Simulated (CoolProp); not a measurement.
Vapour-liquid equilibrium of R1234yf (1) + R134a (2) at 0.26 MPa; x and y are mole fractions of (1).

Model: multi-fluid Helmholtz-energy mixture model, Lemmon 2022 and Tillner-Roth 1994; pair parameters Bell 2022, in CoolProp.

Q: Give the bubble temperature and the first vapour's composition at x = 0.275, 0.5, 0.725. Is there an azeotrope?

A: x = 0.275: 267.9 K, y = 0.312; x = 0.5: 267.1 K, y = 0.520; x = 0.725: 266.9 K, y = 0.721. y crosses x between x = 0.65 and 0.725: the model has an azeotrope there.

The pair parameters rest on a limited set of measurements; away from them the model extrapolates.
